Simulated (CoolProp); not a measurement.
Ethanol along the isobar 2.85 bar: fugacity coefficient from the reference equation and from simpler models built on Tc = 514.7 K, pc = 62.68 bar, ω = 0.644; each cubic takes its own stable root.

The numbers come from the reference Helmholtz-energy equation of state, Schroeder 2014 in CoolProp.

```
T (K)   phase  reference
-----  ------  ---------
363.2  liquid     0.5314
370.6  liquid     0.6860
377.9  liquid     0.8712
385.3     gas     0.9438
392.7     gas     0.9489
400       gas     0.9534
407.4     gas     0.9574
414.8     gas     0.9611
```

### Question
How far does each simpler model (van der Waals, Redlich-Kwong, Soave-Redlich-Kwong) lie from the reference over these 8 states: mean and median of the absolute difference, and the worst?

### Answer
- van der Waals: mean 18.4 %, median 2.9 %, worst +82.5 % at 363.2 K and 2.85 bar
- Redlich-Kwong: mean 17.4 %, median 2.1 %, worst +80.5 % at 363.2 K and 2.85 bar
- Soave-Redlich-Kwong: mean 1.4 %, median 1.2 %, worst +2.4 % at 377.9 K and 2.85 bar

At some of these states van der Waals, Redlich-Kwong gives the other phase, because its saturation line lies elsewhere.
